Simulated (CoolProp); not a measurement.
The fluid at 298.15 K and 11.2 MPa (supercritical) is heated at constant pressure to 426.5 K. The same conditions are run with several fluids, on thermodynamics alone (safety and materials aside).

The numbers come from the reference Helmholtz-energy equation of state of each fluid (ethylene: Smukala 2000; nitrogen: Span 2000; CF4 (R14): Platzer 1990) in CoolProp. The equations of Platzer and Polt are older, rougher fits.

Question: Rank ethylene, nitrogen, CF4 (R14) by heat (kJ/kg), highest first.

Answer: ethylene (431), nitrogen (148), CF4 (R14) (127)

```tsv
fluid	final density (kg/m³)
ethylene	106
nitrogen	84.5
CF4 (R14)	287
```
